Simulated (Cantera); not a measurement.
An adiabatic, constant-volume homogeneous reactor starts with 2.16 % CO, 0.712 % H₂, 2.11 % CH₄, 9.60 % O₂, 85.4 % N₂, at 1648 K and 750 Torr.

Computed with Cantera and GRI-Mech 3.0 (53 species, 325 reactions).

Problem. Predict: time of steepest temperature rise; temperature at 9.00 s; equilibrium temperature; x(CO) at 9.00 s; x(H₂) at 9.00 s; x(H₂O) at 9.00 s; x(H) at 9.00 s.

Solution. 
```
Property                                                              Result
---------------------------------  -----------------------------------------
time of steepest temperature rise                                   0.214 ms
temperature at 9.00 s                                                 2394 K
equilibrium temperature                                               2394 K
x(CO) at 9.00 s                      0.00357 (gas-phase equilibrium 0.00357)
x(H₂) at 9.00 s                    0.000719 (gas-phase equilibrium 0.000719)
x(H₂O) at 9.00 s                       0.0469 (gas-phase equilibrium 0.0469)
x(H) at 9.00 s                     0.000348 (gas-phase equilibrium 0.000348)
```
